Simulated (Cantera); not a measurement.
Cantera run:

```python
import numpy as np
import cantera as ct

gas_names = [...]  # 109 gases of nasa_gas.yaml made of C, Cl, H, Si
cond_names = """
    C(gr) C6H6(L) C7H8(L) C8H18(L),n-octa Si(cr) Si(L) SiC(b)
""".split()


# ... load() reads the species with a 1 bar reference pressure and builds the phases ...
atoms = {
    'CH3SiCl3': {'C': 1, 'H': 3, 'Si': 1, 'CL': 3},
    'C2H2': {'C': 2, 'H': 2},
    'H2': {'H': 2},
}
top_T = {'C(gr)': 4500, 'SiC(b)': 3050}  # K; cautious upper limits of use, not melting points


# ... equilibrate(T, P, feed) seeds the gas with the atoms and calls Mixture.equilibrate('TP', solver="vcs", rtol=1e-11, max_steps=5000) ...
results = []
feed = {'CH3SiCl3': 1, 'C2H2': 0.019, 'H2': 1200}  # mol
T = 2473.15  # K
P = 133.322  # Pa
mix = equilibrate(T, P, feed)
results.append((T, P, feed, dict(zip(mix.species_names, mix.species_moles))))
x = sorted(zip(gas.X, gas.species_names), reverse=True)
print(f"T = {T:g} K  P = {P:g} Pa  gas = {mix.phase_moles(0):.4g} mol")
print("   x: " + "  ".join(f"{s} {v:.3e}" for v, s in x if v > 0.0001))
print("   condensed (mol): " + ("  ".join(f"{mix.phase(i).name} {mix.phase_moles(i):.4g}"
      for i in range(1, mix.n_phases) if mix.phase_moles(i) > 1e-12) or "none"))
```

Output:

```
T = 2473.15 K  P = 133.322 Pa  gas = 1556 mol
   x: H2 5.457e-01  H 4.514e-01  HCL 1.216e-03  CL 7.124e-04  Si 6.293e-04  C2H2,acetylene 2.917e-04
   condensed (mol): none
```

Cantera equilibrium calculation (NASA polynomials, part measured and part estimated; ideal gas, pure solids and liquids). The feed counts by its element totals alone.
